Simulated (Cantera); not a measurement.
Cantera with NASA thermochemical tables; ideal gases at 1 bar, condensed phases pure. Values are per mole of reaction as written; species without (g) are pure solids or liquids, kept so even where they would boil at 1 bar. TaC: taken at fixed stoichiometry.

C2H4(g) + 2 Ta → 2 TaC + 4 H(g)

| T (K) | ΔH° (kJ) | ΔS° (J/K) | ΔG° (kJ) | log10 K |
|---|---|---|---|---|
| 1748 | 587.0 | 321.2 | 25.6 | -0.76 |
| 1898 | [?] | [?] | [?] | [?] |
| 2048 | 593.4 | 324.6 | -71.3 | 1.82 |
| 2198 | [?] | [?] | [?] | [?] |
| 2348 | 599.1 | 327.2 | -169.1 | 3.76 |
| 2498 | 601.8 | 328.3 | -218.2 | 4.56 |
| 2648 | 604.2 | 329.2 | -267.6 | 5.28 |

Q: What belongs in the gaps?

A: 
- 1898, ΔH° (kJ): 590.3
- 1898, ΔS° (J/K): 323.0
- 1898, ΔG° (kJ): -22.7
- 1898, log10 K: 0.63
- 2198, ΔH° (kJ): 596.3
- 2198, ΔS° (J/K): 325.9
- 2198, ΔG° (kJ): -120.1
- 2198, log10 K: 2.85
